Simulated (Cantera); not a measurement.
An adiabatic, constant-pressure homogeneous reactor starts with CH4 : H2 : O2 : N2 = 1 : 0.74 : 3.08 : 14.5 (molar parts), at 1473 K and 240 Torr.

Cantera simulation using GRI-Mech 3.0 (53 species, 325 reactions); the numbers are that mechanism's predictions, not measurements.

x: mole fraction; the columns are a selection and need not sum to one.

```csv
t (s),T (K),x CH4,x H2,x O2,x OH,x CH3,x HCO,x CH2O
2.00e-6,1473,0.0518,0.0383,0.159,3.36e-9,2.93e-8,<1e-12,3.26e-11
5.70e-6,1473,0.0518,0.0383,0.159,1.22e-8,1.20e-7,<1e-12,3.74e-10
1.62e-5,1473,0.0518,0.0383,0.159,2.81e-8,5.31e-7,<1e-12,___
4.62e-5,1473,0.0518,0.0383,0.159,7.41e-8,2.50e-6,<1e-12,___
0.000132,1473,0.0517,0.0383,0.159,5.11e-7,2.19e-5,3.71e-11,___
0.000375,1481,0.0493,0.0377,0.158,3.94e-5,0.00126,4.98e-7,___
0.00107,2253,<1e-12,0.0137,0.0456,0.0180,<1e-12,1.08e-8,1.95e-11
0.00304,2467,<1e-12,0.00840,0.0419,0.0160,<1e-12,3.30e-9,1.35e-11
0.00866,2513,<1e-12,0.00708,0.0401,0.0149,<1e-12,2.40e-9,1.22e-11
0.0247,2508,<1e-12,0.00707,0.0383,0.0145,<1e-12,2.35e-9,1.21e-11
0.0702,2505,<1e-12,0.00707,0.0372,0.0142,<1e-12,2.33e-9,1.21e-11
0.200,2505,<1e-12,0.00707,0.0371,0.0142,<1e-12,2.32e-9,1.21e-11
```

Problem. Complete the blanks.

Solution. 
- 1.62e-5, x CH2O: 4.78e-9
- 4.62e-5, x CH2O: 6.37e-8
- 0.000132, x CH2O: 1.31e-6
- 0.000375, x CH2O: 0.000314
